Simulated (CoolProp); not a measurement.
Values from CoolProp's reference Helmholtz-energy equation of state, Leachman 2009.

For normal hydrogen, give the phase and the cp (kJ/(kg K)), viscosity (µPa s) at 89.3 K and 16.6 bar.


- 89.3 K and 16.6 bar: supercritical; cp 11.6, viscosity 3.91

Viscosity comes from a separate model (Muzny 2013).
